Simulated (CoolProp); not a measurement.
1000 sccm (0 °C, 1 atm) of nitrogen bubbles through liquid o-xylene at 345.9 K and leaves saturated at a total pressure of 0.0712 MPa (ideal gas phase). Each further row changes one setting.

Model: reference Helmholtz-energy equation of state, Zhou 2012, in CoolProp.

| case | vapour pressure (kPa) | mole fraction of vapour | delivery (mg/min) | delivery (sccm) | change of delivery for a bath 1 K warmer (%) |
|---|---|---|---|---|---|
| as stated | 9.46 | 0.133 | 726 | 153 | 4.9 |
| bath temperature 350.9 K | 11.6 | 0.163 | 922 | 195 | 4.9 |
| total pressure 0.142 MPa | 9.46 | 0.0666 | 338 | 71.4 | 4.5 |
